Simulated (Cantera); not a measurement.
An adiabatic, constant-volume homogeneous reactor starts with CH4 : O2 : N2 : CO2 = 1 : 5 : 18.8 : 1.2 (molar parts), equivalence ratio 0.40, at 1598 K and 308 Torr. Integrator tolerance rtol = 1e-08.

Cantera simulation using GRI-Mech 3.0 (53 species, 325 reactions); the numbers are that mechanism's predictions, not measurements.

Problem. What does this change do: pressure from 308 Torr to 353 Torr?

Solution. 
```
quantity                                                            before                                    after
---------------------------------  ---------------------------------------  ---------------------------------------
time of steepest temperature rise                                 0.899 ms                                 0.794 ms
temperature at 5.00 s                                               2409 K                                   2413 K
equilibrium temperature                                             2409 K                                   2413 K
x(CH4) at 5.00 s                     <1e-12 (gas-phase equilibrium <1e-12)    <1e-12 (gas-phase equilibrium <1e-12)
x(O2) at 5.00 s                        0.108 (gas-phase equilibrium 0.108)      0.108 (gas-phase equilibrium 0.108)
x(CO2) at 5.00 s                     0.0772 (gas-phase equilibrium 0.0772)    0.0775 (gas-phase equilibrium 0.0775)
x(C2H6) at 5.00 s                    <1e-12 (gas-phase equilibrium <1e-12)    <1e-12 (gas-phase equilibrium <1e-12)
x(HO2) at 5.00 s                   5.06e-6 (gas-phase equilibrium 5.06e-6)  5.31e-6 (gas-phase equilibrium 5.31e-6)
x(CH2CO) at 5.00 s                   <1e-12 (gas-phase equilibrium <1e-12)    <1e-12 (gas-phase equilibrium <1e-12)
```

Problem. What does this change do: initial temperature 1598 to 1373 K?

Solution. 
```
quantity                                                            before                                    after
---------------------------------  ---------------------------------------  ---------------------------------------
time of steepest temperature rise                                 0.899 ms                                  6.49 ms
temperature at 5.00 s                                               2409 K                                   2277 K
equilibrium temperature                                             2409 K                                   2277 K
x(CH4) at 5.00 s                     <1e-12 (gas-phase equilibrium <1e-12)    <1e-12 (gas-phase equilibrium <1e-12)
x(O2) at 5.00 s                        0.108 (gas-phase equilibrium 0.108)      0.109 (gas-phase equilibrium 0.109)
x(CO2) at 5.00 s                     0.0772 (gas-phase equilibrium 0.0772)    0.0813 (gas-phase equilibrium 0.0813)
x(C2H6) at 5.00 s                    <1e-12 (gas-phase equilibrium <1e-12)    <1e-12 (gas-phase equilibrium <1e-12)
x(HO2) at 5.00 s                   5.06e-6 (gas-phase equilibrium 5.06e-6)  3.62e-6 (gas-phase equilibrium 3.62e-6)
x(CH2CO) at 5.00 s                   <1e-12 (gas-phase equilibrium <1e-12)    <1e-12 (gas-phase equilibrium <1e-12)
```

Problem. What does this change do: 1.3 parts H2 added?

Solution. 
```tsv
quantity	before	after
time of steepest temperature rise	0.899 ms	0.113 ms
temperature at 5.00 s	2409 K	2562 K
equilibrium temperature	2409 K	2562 K
x(CH4) at 5.00 s	<1e-12 (gas-phase equilibrium <1e-12)	<1e-12 (gas-phase equilibrium <1e-12)
x(O2) at 5.00 s	0.108 (gas-phase equilibrium 0.108)	0.0815 (gas-phase equilibrium 0.0815)
x(CO2) at 5.00 s	0.0772 (gas-phase equilibrium 0.0772)	0.0664 (gas-phase equilibrium 0.0664)
x(C2H6) at 5.00 s	<1e-12 (gas-phase equilibrium <1e-12)	<1e-12 (gas-phase equilibrium <1e-12)
x(HO2) at 5.00 s	5.06e-6 (gas-phase equilibrium 5.06e-6)	7.69e-6 (gas-phase equilibrium 7.69e-6)
x(CH2CO) at 5.00 s	<1e-12 (gas-phase equilibrium <1e-12)	<1e-12 (gas-phase equilibrium <1e-12)
```
